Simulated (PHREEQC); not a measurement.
Consider water at 40 °C with 0.00019 mol/kgw KNO3, 0.00015 mol/kgw KHCO3 and 1.3e-05 mol/kgw ZnCl2. Closed to the air; pH follows from the charge balance.

Computed with PHREEQC (ion-association model, phreeqc.dat).

No solid was allowed to form.

Question: Predict the pH, ionic strength.

Answer: pH 7.73; ionic strength 0.000372 mol/kgw.

Question: In which forms is C present?

Answer: HCO3- 96 %, CO2 3.5 %, ZnCO3 0.5 % of the C.

Constants without temperature data keep their 25 °C values here.
